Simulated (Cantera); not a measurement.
What does this Cantera script print?

```python
import numpy as np
import cantera as ct

gas_names = """
    AL ALH ALN ALO ALOH ALO2 ALO2H AL2 AL2O AL2O2 H HALO HNO HNO2 HNO3 HO2 H2 H2O H2O2 N NH NH2 NH3
    NH2OH NO NO2 NO3 N2 N2H2 N2H4 N2O O OH O2 O3
""".split()
cond_names = """
    AL(cr) AL(L) ALN(s) AL2O3(a) AL2O3(L) H2O(s) H2O(L)
""".split()


# ... load() reads the species with a 1 bar reference pressure and builds the phases ...
atoms = {
    'Al': {'AL': 1},
    'H2O': {'H': 2, 'O': 1},
    'N2': {'N': 2},
}
top_T = {'ALN(s)': 2750}  # K; cautious upper limits of use, not melting points


# ... equilibrate(T, P, feed) seeds the gas with the atoms and calls Mixture.equilibrate('TP', solver="vcs", rtol=1e-11, max_steps=5000) ...
results = []
feed = {'Al': 1, 'H2O': 0.01, 'N2': 0.18}  # mol
P = 200000  # Pa
for T in [700, 750, 800, 850, 900, 950, 1000, 1050, 1100, 1150, 1200, 1250, 1300]:
    mix = equilibrate(T, P, feed)
    results.append((T, P, feed, dict(zip(mix.species_names, mix.species_moles))))
    x = sorted(zip(gas.X, gas.species_names), reverse=True)
    print(f"T = {T:g} K  P = {P:g} Pa  gas = {mix.phase_moles(0):.4g} mol")
    print("   x: " + "  ".join(f"{s} {v:.3e}" for v, s in x if v > 1e-06))
    print("   condensed (mol): " + ("  ".join(f"{mix.phase(i).name} {mix.phase_moles(i):.4g}"
          for i in range(1, mix.n_phases) if mix.phase_moles(i) > 1e-12) or "none"))
```

Output:

```
T = 700 K  P = 200000 Pa  gas = 0.01 mol
   x: H2 1.000e+00
   condensed (mol): AL(cr) 0.6333  ALN(s) 0.36  AL2O3(a) 0.003333
T = 750 K  P = 200000 Pa  gas = 0.01 mol
   x: H2 1.000e+00
   condensed (mol): AL(cr) 0.6333  ALN(s) 0.36  AL2O3(a) 0.003333
T = 800 K  P = 200000 Pa  gas = 0.01 mol
   x: H2 1.000e+00
   condensed (mol): AL(cr) 0.6333  ALN(s) 0.36  AL2O3(a) 0.003333
T = 850 K  P = 200000 Pa  gas = 0.01 mol
   x: H2 1.000e+00
   condensed (mol): AL(cr) 0.6333  ALN(s) 0.36  AL2O3(a) 0.003333
T = 900 K  P = 200000 Pa  gas = 0.01 mol
   x: H2 1.000e+00
   condensed (mol): AL(cr) 0.6333  ALN(s) 0.36  AL2O3(a) 0.003333
T = 950 K  P = 200000 Pa  gas = 0.01 mol
   x: H2 1.000e+00
   condensed (mol): AL(L) 0.6333  ALN(s) 0.36  AL2O3(a) 0.003333
T = 1000 K  P = 200000 Pa  gas = 0.01 mol
   x: H2 1.000e+00
   condensed (mol): AL(L) 0.6333  ALN(s) 0.36  AL2O3(a) 0.003333
T = 1050 K  P = 200000 Pa  gas = 0.01 mol
   x: H2 1.000e+00
   condensed (mol): AL(L) 0.6333  ALN(s) 0.36  AL2O3(a) 0.003333
T = 1100 K  P = 200000 Pa  gas = 0.01 mol
   x: H2 1.000e+00
   condensed (mol): AL(L) 0.6333  ALN(s) 0.36  AL2O3(a) 0.003333
T = 1150 K  P = 200000 Pa  gas = 0.01 mol
   x: H2 1.000e+00
   condensed (mol): AL(L) 0.6333  ALN(s) 0.36  AL2O3(a) 0.003333
T = 1200 K  P = 200000 Pa  gas = 0.01 mol
   x: H2 1.000e+00
   condensed (mol): AL(L) 0.6333  ALN(s) 0.36  AL2O3(a) 0.003333
T = 1250 K  P = 200000 Pa  gas = 0.01 mol
   x: H2 1.000e+00
   condensed (mol): AL(L) 0.6333  ALN(s) 0.36  AL2O3(a) 0.003333
T = 1300 K  P = 200000 Pa  gas = 0.01 mol
   x: H2 1.000e+00
   condensed (mol): AL(L) 0.6333  ALN(s) 0.36  AL2O3(a) 0.003333
```

Method: chemical equilibrium by Gibbs-energy minimisation in Cantera with the NASA 1993 tables (ideal gas, pure condensed phases). Mutual solubility and eutectic melting of coexisting phases are not modelled.
